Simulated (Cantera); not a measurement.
A closed system holds: 1 mol Si, 0.55 mol F2, 19 mol N2, held at 1075 °C and 1.00 bar.

Cantera equilibrium calculation (NASA polynomials, part measured and part estimated; ideal gas, pure solids and liquids). Candidate condensed phases: Si, Si3N4; 16 gas species. N2 is the only nitrogen source here; it is nearly inert below about 1500 K, so the nitride shown seldom forms there in practice. The tables' values for SiF3 are old estimates; treat these amounts as uncertain. Rates play no part.

Base state: N2 0.985, SiF4 0.0145, SiF3 0.000133 (mole fractions); condensed: Si3N4(s).

### Question
What changes in the equilibrium state with this change: F2 from 0.55 to 4.5 mol?

### Answer
```
species          before    after
-------------  --------  -------
N2                0.985    0.773
F                 <1e-9    0.169
SiF4             0.0145   0.0407
F2                <1e-9   0.0173
SiF3           0.000133    <1e-9
NF3               <1e-9  1.54e-5
Si3N4(s), mol     0.241        0
```
